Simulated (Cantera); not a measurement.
# Equilibrium for silicon nitride deposition: SiH₄ + NH₃ + H₂ + N₂

Feed: 1 mol SiH₄, a varied amount of NH₃, 0.26 mol H₂, 4.5 mol N₂, equilibrated at 0.645 Torr.

Method: chemical equilibrium by Gibbs-energy minimisation in Cantera with the NASA 1993 tables (ideal gas, pure condensed phases). Candidate condensed phases: Si, Si₃N₄; 18 gas species. The numbers say what is thermodynamically allowed, not how fast it happens.

Task: Map the stable condensed phases over T = 1050, 1150, 1250, 1350, 1450, 1550, 1650, 1750, 1850, 1950, 2050 K and n(NH₃) in mol = 1, 2.7, 4.4, 6.1, 7.8, 9.6, 11, 13, 15, 16.

Result: 
```
T in K \ n(NH₃) in mol
           1 2.7 4.4 6.1 7.8 9.6  11  13  15  16
   2050    A   B   B   B   B   B   B   B   B   B
   1950    A   A   A   A   A   A   A   B   B   B
   1850    A   A   A   A   A   A   A   A   A   A
   1750    A   A   A   A   A   A   A   A   A   A
   1650    A   A   A   A   A   A   A   A   A   A
   1550    C   C   C   C   C   C   C   C   C   C
   1450    C   C   C   C   C   C   C   C   C   C
   1350    C   C   C   C   C   C   C   C   C   C
   1250    C   C   C   C   C   C   C   C   C   C
   1150    C   C   C   C   C   C   C   C   C   C
   1050    C   C   C   C   C   C   C   C   C   C
```
A: Si; B: gas only; C: Si₃N₄.
